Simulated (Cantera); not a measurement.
**Diamond growth**

A diamond (100) surface in a fixed gas of H2 with x(CH4) = 0.0021, x(H) = 0.0046, at 1175 K, 97.5 Torr; coverages are run to steady state.

Cantera simulation using the Harris–Goodwin 1993 mechanism for the reconstructed diamond (100) surface; the numbers are that mechanism's predictions, not measurements.

| x(CH3) | growth (µm/h) | θ c6HH | θ c6H* | θ c6*H | θ c6** | θ c6HM |
|---|---|---|---|---|---|---|
| 1e-06 | 0.0794 | 0.459 | 0.0357 | 0.479 | 0.0261 | 3.55e-5 |
| 2.6e-06 | 0.206 | 0.459 | 0.0357 | 0.479 | 0.0261 | 9.23e-5 |
| 6.7e-06 | 0.531 | 0.459 | 0.0357 | 0.479 | 0.0261 | 0.000238 |
| 1.7e-05 | 1.35 | 0.459 | 0.0357 | 0.478 | 0.0260 | 0.000603 |
| 4.5e-05 | 3.56 | 0.458 | 0.0356 | 0.478 | 0.0259 | 0.00159 |
| 0.00012 | 9.43 | 0.456 | 0.0355 | 0.475 | 0.0257 | 0.00422 |
| 0.0003 | 23.2 | 0.452 | 0.0351 | 0.470 | 0.0252 | 0.0104 |
| 0.00079 | 58.8 | 0.441 | 0.0341 | 0.457 | 0.0239 | 0.0264 |
| 0.002 | 136 | 0.416 | 0.0320 | 0.428 | 0.0212 | 0.0613 |
θ: site fractions in the mechanism's names (c6HH fully hydrogenated, c6H* and c6*H radical sites, c6** diradical, c6HM methylated).
